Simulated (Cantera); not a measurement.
**Equilibrium for silicon carbide growth: SiHCl3 + CH4 + H2**

Input: 1 mol SiHCl3, 0.48 mol CH4, 150 mol H2, held at 0.133 bar.

These are equilibrium values from Cantera (NASA tables, ideal gas, pure condensed phases), not measurements of a reactor. Candidate condensed phases: C, C6H6, C7H8, C8H18, Si, SiC; 109 gas species. Mutual solubility and eutectic melting of coexisting phases are not modelled. The tables' values for SiCl3, SiCl are old estimates; treat these amounts as uncertain. Gases not in the tables: Si2H6 and higher silanes. Equilibrium is a limit: real reactors are often held back by kinetics, nucleation or transport.

From 1223 K to 1623 K the condensed part is Si(s) + SiC(s). From 1723 K to 2023 K the condensed part is Si(l) + SiC(s). The main Si-bearing gas is SiCl2 throughout. The share of Si in condensed phases is highest at 1323 K (84.9 %) and lowest at 2023 K (76.6 %).

| T (K) | x H2 | x HCl | x H | x SiCl2 | x Si | x SiHCl3 | x SiH2 | n Si(s) | n SiC(s) | n Si(l) |
|---|---|---|---|---|---|---|---|---|---|---|
| 1223 | 0.982 | 0.0168 | 8.16e-7 | 0.000700 | 2.41e-11 | 0.000197 | 1.84e-8 | 0.344 | 0.479 | 0 |
| 1323 | 0.981 | 0.0175 | 4.30e-6 | 0.000854 | 6.65e-10 | 4.61e-5 | 1.11e-7 | 0.369 | 0.480 | 0 |
| 1423 | 0.981 | 0.0176 | 1.80e-5 | 0.000948 | 1.15e-8 | 1.21e-5 | 5.17e-7 | 0.368 | 0.480 | 0 |
| 1523 | 0.981 | 0.0175 | 6.27e-5 | 0.00102 | 1.35e-7 | 3.70e-6 | 1.97e-6 | 0.360 | 0.480 | 0 |
| 1623 | 0.981 | 0.0174 | 0.000188 | 0.00108 | 1.17e-6 | 1.31e-6 | 6.35e-6 | 0.351 | 0.480 | 0 |
| 1723 | 0.981 | 0.0174 | 0.000495 | 0.00107 | 7.38e-6 | 4.98e-7 | 1.67e-5 | 0 | 0.480 | 0.350 |
| 1823 | 0.980 | 0.0177 | 0.00117 | 0.000952 | 3.32e-5 | 1.92e-7 | 3.44e-5 | 0 | 0.480 | 0.359 |
| 1923 | 0.978 | 0.0178 | 0.00255 | 0.000851 | 0.000127 | 8.11e-8 | 6.59e-5 | 0 | 0.479 | 0.348 |
| 2023 | 0.975 | 0.0179 | 0.00514 | 0.000764 | 0.000427 | 3.71e-8 | 0.000118 | 0 | 0.477 | 0.290 |
x: gas mole fraction; n: condensed amount in mol.
